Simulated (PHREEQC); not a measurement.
## Buffer

Make-up at 25 °C: 0.2 mol/kgw HF, 0.0021 mol/kgw Na2HPO4 and 0.021 mol/kgw NaCl. Closed to the air; pH follows from the charge balance.

Model: ion-association model, phreeqc.dat, run in PHREEQC.

```json
{
 "pH": "1.89",
 "ionic_strength": "0.0401 mol/kgw",
 "total_alkalinity": "-198 meq/kg"
}
```

| species | molality | activity | log γ |
|---|---|---|---|
| HF | 0.174 | 0.176 | 0.004 |
| Na+ | 0.0251 | 0.0210 | -0.077 |
| Cl- | 0.0210 | 0.0174 | -0.082 |
| H+ | 0.0150 | 0.0129 | -0.064 |
| F- | 0.0110 | 0.00906 | -0.083 |
| HF2- | 0.00733 | 0.00611 | -0.079 |
| H3PO4 | 0.00129 | 0.00130 | 0.004 |

No solid was allowed to form. Complexes and solids missing from the database can't appear.
